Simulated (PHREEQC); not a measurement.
A column of 1 m (30 cells, dispersivity 0.035 m, 720 s a shift, diffusion coefficient 3e-10 m²/s) holds 0.14 eq of the database's cation exchanger X per kg of pore water, first in equilibrium with 0.0098 mol MgCl2, 0.0027 mol NaCl and 1e-05 mol HCl per kg of water. It is flushed with 0.032 mol/kgw CdCl2, 0.033 mol/kgw BaCl2 and 1e-05 mol/kgw HCl, at 25 °C. Values are for the last cell. The system is closed to CO2. No solid was allowed to form.

The series has 31 steps of pore volumes, from 0 to 5.017.

Computed with PHREEQC (ion-association model, phreeqc.dat).

Task: After how many pore volumes does Cd at the outlet first reach half of its feed value?

Result: By 1.5 pore volumes; it later peaks at 0.0355 mol/kgw, above the feed's 0.0320.

Task: After how many pore volumes does Ba at the outlet first reach half of its feed value?

Result: By 2.9 pore volumes.
